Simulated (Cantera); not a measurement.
Charge: 1 mol NaCl, 0.35 mol HCl, 0.19 mol N₂, equilibrated at 10000 Pa.

Method: chemical equilibrium by Gibbs-energy minimisation in Cantera with the NASA 1993 tables (ideal gas, pure condensed phases). Candidate condensed phases: NH₄Cl, Na, NaCl; 17 gas species. Equilibrium is a limit: real reactors are often held back by kinetics, nucleation or transport. All values below are at 1525 K.

Base state: NaCl 0.568, HCl 0.240, N₂ 0.131, Na₂Cl₂ 0.0599, Cl 0.000741, H₂ 0.000378, Cl₂ 1.15e-5 (mole fractions); condensed: gas only.

Question: What changes in the equilibrium state with this change: pressure from 10000 Pa to 7.20 Pa?

Answer: 
| species | before | after |
|---|---|---|
| NaCl | 0.568 | 0.645 |
| HCl | 0.240 | 0.219 |
| N₂ | 0.131 | 0.123 |
| Na₂Cl₂ | 0.0599 | 5.57e-5 |
| Na | 5.79e-6 | 0.000828 |
| H | 1.45e-6 | 0.000167 |
| Cl₂ | 1.15e-5 | 1.01e-6 |
| Cl | 0.000741 | 0.00817 |
| H₂ | 0.000378 | 0.00359 |

Question: What changes in the equilibrium state with this change: HCl from 0.35 to 2.2 mol?

Answer: 
```
species    before     after
-------  --------  --------
HCl         0.240     0.656
NaCl        0.568     0.271
N₂          0.131    0.0568
Na₂Cl₂     0.0599    0.0137
Cl₂       1.15e-5   4.31e-5
H₂       0.000378  0.000757
Cl       0.000741   0.00143
```
